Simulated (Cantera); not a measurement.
What does this Cantera script print?

```python
import numpy as np
import cantera as ct

gas_names = """
    H HNO HNO2 HNO3 HO2 H2 H2O H2O2 N NH NH2 NH3 NH2OH NO NO2 NO3 N2 N2H2 N2H4 N2O O OH O2 O3 Si SiH
    SiH2 SiH3 SiH4 SiN SiO SiO2 Si2 Si2N Si3
""".split()
cond_names = """
    H2O(s) H2O(L) Si(cr) Si(L) SiO2(Lqz) SiO2(hqz) SiO2(L) Si2N2O(s) Si3N4(a)
""".split()


# ... load() reads the species with a 1 bar reference pressure and builds the phases ...
atoms = {
    'Si3N4': {'Si': 3, 'N': 4},
    'N2O': {'N': 2, 'O': 1},
    'N2': {'N': 2},
    'H2O': {'H': 2, 'O': 1},
}
top_T = {'Si2N2O(s)': 2100, 'Si3N4(a)': 2400}  # K; cautious upper limits of use, not melting points


# ... equilibrate(T, P, feed) seeds the gas with the atoms and calls Mixture.equilibrate('TP', solver="vcs", rtol=1e-11, max_steps=5000) ...
results = []
feed = {'Si3N4': 1, 'N2O': 0.079, 'N2': 1.1, 'H2O': 0.00078}  # mol
P = 59000  # Pa
for T in [950, 1150, 1350, 1550, 1750, 1950, 2150]:
    mix = equilibrate(T, P, feed)
    results.append((T, P, feed, dict(zip(mix.species_names, mix.species_moles))))

top = {s: max(r[3][s] / sum(r[3][g] for g in gas_names) for r in results) for s in gas_names}
cols = sorted((s for s in top if top[s] > 0.001), key=lambda s: -top[s])[:5]
seen = [c for c in cond_names if any(r[3].get(c, 0) > 1e-12 for r in results)]
print("log10 of partial pressures in bar; condensed amounts in mol")
print(f"{'T/K':>10s}" + "".join(f"{s[:9]:>10s}" for s in cols + seen))
for T, P, feed, n in results:
    ng = sum(n[g] for g in gas_names)
    print(f"{T:10.4g}" + "".join(f"{np.log10(max(n[s] / ng * P / 1e5, 1e-99)):10.3f}" for s in cols)
          + "".join(f"{n.get(c, 0):10.4g}" for c in seen))
```

Result:

```
log10 of partial pressures in bar; condensed amounts in mol
       T/K        N2       SiO     Si(L) Si2N2O(s)  Si3N4(a)
       950    -0.229   -19.190         0   0.07978    0.9468
      1150    -0.229   -13.586         0   0.07978    0.9468
      1350    -0.229    -9.668         0   0.07978    0.9468
      1550    -0.229    -6.780         0   0.07978    0.9468
      1750    -0.229    -4.567         0   0.07972    0.9468
      1950    -0.231    -2.821         0   0.07668    0.9478
      2150    -0.240    -1.841     2.918         0         0
```

These are equilibrium values from Cantera (NASA tables, ideal gas, pure condensed phases), not measurements of a reactor. Mutual solubility and eutectic melting of coexisting phases are not modelled. The tables' values for SiN are old estimates; treat these amounts as uncertain.
